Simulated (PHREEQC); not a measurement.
KOH is added in steps, without added water, to 1 kg of water holding 0.12 mol/kgw H2SO4, 7.3e-05 mol/kgw Li2SO4 and 4.9e-05 mol/kgw Na2SO4, at 20 °C. Oxygen is held at 0.21 atm. CO2 from the air is kept out. Nothing may precipitate in this run.

Base run: PHREEQC, ion-association model, wateq4f.dat. Each further column changes one thing. The table gives pH.

```csv
KOH added (mol),base,H2SO4 left out,temperature from 20 to 50 °C,diluted 2-fold with water,solids may form
0,0.94,7.09,0.97,1.20,0.94
0.04063,1.06,[?],1.10,1.44,1.06
0.08937,1.23,13.01,1.31,[?],1.23
0.13,1.42,13.15,[?],12.03,1.42
0.1706,1.68,13.26,1.82,[?],1.68
0.2194,2.28,[?],[?],13.01,2.28
0.26,12.30,13.42,11.40,13.15,12.30
```

Task: What belongs in the gaps?

Result: 
- 0.04063, H2SO4 left out: 12.69
- 0.08937, diluted 2-fold with water: 1.94
- 0.13, temperature from 20 to 50 °C: 1.53
- 0.1706, diluted 2-fold with water: 12.72
- 0.2194, H2SO4 left out: 13.36
- 0.2194, temperature from 20 to 50 °C: 2.45

 At this temperature some constants are extrapolated from 25 °C, and those without enthalpy data are left unchanged. Solids allowed in the column 'solids may form': Mirabilite.
